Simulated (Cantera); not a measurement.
Equilibrium for silicon epitaxy and polysilicon growth: Si2H6 + Cl2 + H2

Input: 1 mol Si2H6, 0.0038 mol Cl2, 340 mol H2, at 1302 °C and 1.00 bar.

Cantera equilibrium calculation (NASA polynomials, part measured and part estimated; ideal gas, pure solids and liquids). Candidate condensed phases: Si; 19 gas species. The feed counts by its element totals alone. Kinetics and transport are ignored.

* **x(H2)**: 1.000
* **x(H)**: 4.16e-5
* **x(HCl)**: 2.21e-5
* **x(SiH2)**: 3.76e-6
* **x(SiH4)**: 1.12e-6
* **n(Si(s))**: 2.00 mol
* **gas amount**: 343.0 mol
